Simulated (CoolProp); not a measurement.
Computed with CoolProp (reference Helmholtz-energy equation of state, Rui 2013).

For R236EA, give the phase and the conductivity (mW/(m K)), fugacity coefficient at 91.75 °C and 60 bar; 115.35 °C and 60 bar.


- 91.75 °C and 60 bar: liquid; conductivity 62.5, fugacity coefficient 0.212
- 115.35 °C and 60 bar: liquid; conductivity 56.0, fugacity coefficient 0.312

Thermal conductivity comes from a separate model (Huber 2003), an estimate that may be off by 10 % or more.
